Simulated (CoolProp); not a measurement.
Aqueous lithium chloride as a coolant, at 23 °C, 1 atm.

Model: Melinder's fits for secondary coolants, in CoolProp.

| mass % | freezing point (°C) | Prandtl number | viscosity (mPa s) | cp (kJ/(kg K)) | conductivity (W/(m K)) |
|---|---|---|---|---|---|
| 3.3 | -3.0 | 7.05 | 1.05 | 4.003 | 0.594 |
| 6.1 | -6.5 | 7.56 | 1.15 | 3.861 | 0.587 |
| 8.8 | -10.3 | 8.12 | 1.26 | 3.731 | 0.581 |
| 11.5 | -15.0 | 8.77 | 1.40 | 3.609 | 0.575 |
| 14.3 | -21.8 | 9.56 | 1.56 | 3.489 | 0.568 |
| 17 | -30.9 | 10.5 | 1.74 | 3.381 | 0.563 |
| 19.8 | -42.9 | 11.6 | 1.96 | 3.282 | 0.557 |
